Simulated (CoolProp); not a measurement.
Aqueous calcium chloride as a coolant, 15 % by mass, freezing at -11.1 °C, 1 atm.

The numbers come from the Melinder's fits for secondary coolants in CoolProp.

| T (°C) | viscosity (mPa s) | conductivity (W/(m K)) | Prandtl number | density (kg/m³) |
|---|---|---|---|---|
| -9.8 | 3.57 | … | … | … |
| -4.1 | … | 0.545 | … | 1136 |
| 1.6 | 2.48 | … | 14.8 | 1135 |
| 7.3 | 2.11 | 0.562 | 12.5 | 1135 |
| 13 | 1.82 | 0.570 | 10.6 | 1134 |
| 18.7 | 1.58 | 0.579 | 9.14 | 1133 |
| 24.4 | 1.39 | 0.588 | 7.95 | 1132 |
| 30.1 | 1.24 | 0.596 | 6.98 | 1130 |
| 35.7 | 1.11 | 0.605 | 6.19 | 1128 |

Task: Fill in the missing entries.

Result: 
- -9.8, conductivity (W/(m K)): 0.536
- -9.8, Prandtl number: 21.7
- -9.8, density (kg/m³): 1138
- -4.1, viscosity (mPa s): 2.96
- -4.1, Prandtl number: 17.8
- 1.6, conductivity (W/(m K)): 0.553
